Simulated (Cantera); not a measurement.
**Chlorosilane synthesis and conversion: Si + Cl2 + H2**

Feed: 1 mol Si, 1.1 mol Cl2, 4.2 mol H2, at 0.100 bar.

Method: chemical equilibrium by Gibbs-energy minimisation in Cantera with the NASA 1993 tables (ideal gas, pure condensed phases). Candidate condensed phases: Si; 19 gas species. The tables' values for SiCl3 are old estimates; treat these amounts as uncertain. Equilibrium is a limit: real reactors are often held back by kinetics, nucleation or transport.

| T (K) | x H2 | x HCl | x SiCl4 | x SiCl2 | x SiHCl3 | x SiCl3 | x SiH2Cl2 | n Si(s) |
|---|---|---|---|---|---|---|---|---|
| 750 | 0.874 | 0.00114 | 0.0921 | 1.30e-6 | 0.0319 | 2.54e-5 | 0.000809 | 0.412 |
| 800 | 0.873 | 0.00234 | 0.0922 | 6.42e-6 | 0.0311 | 7.30e-5 | 0.000850 | 0.414 |
| 850 | 0.872 | 0.00438 | 0.0921 | 2.62e-5 | 0.0304 | 0.000184 | 0.000883 | 0.417 |
| 900 | 0.870 | 0.00763 | 0.0915 | 9.10e-5 | 0.0296 | 0.000418 | 0.000910 | 0.421 |
| 950 | 0.866 | 0.0125 | 0.0903 | 0.000275 | 0.0287 | 0.000863 | 0.000928 | 0.427 |
| 1000 | 0.861 | 0.0194 | 0.0883 | 0.000739 | 0.0277 | 0.00164 | 0.000937 | 0.434 |
| 1050 | 0.854 | 0.0286 | 0.0851 | 0.00179 | 0.0264 | 0.00290 | 0.000934 | 0.443 |
| 1100 | 0.845 | 0.0404 | 0.0803 | 0.00393 | 0.0248 | 0.00477 | 0.000916 | 0.451 |
| 1150 | 0.833 | 0.0548 | 0.0736 | 0.00792 | 0.0227 | 0.00730 | 0.000881 | 0.459 |
| 1200 | 0.818 | 0.0713 | 0.0647 | 0.0147 | 0.0202 | 0.0104 | 0.000825 | 0.462 |
| 1250 | 0.801 | 0.0891 | 0.0537 | 0.0249 | 0.0172 | 0.0137 | 0.000747 | 0.458 |
| 1300 | 0.782 | 0.107 | 0.0413 | 0.0388 | 0.0138 | 0.0164 | 0.000650 | 0.447 |
| 1350 | 0.764 | 0.123 | 0.0290 | 0.0553 | 0.0104 | 0.0179 | 0.000540 | 0.428 |
x: gas mole fraction; n: condensed amount in mol.

From 750 K to 1350 K the condensed part is Si(s). The main Si-bearing gas is SiCl4 at 750 K and SiCl2 at 1350 K. The share of Si in condensed phases is highest at 1200 K (46.2 %) and lowest at 750 K (41.2 %).
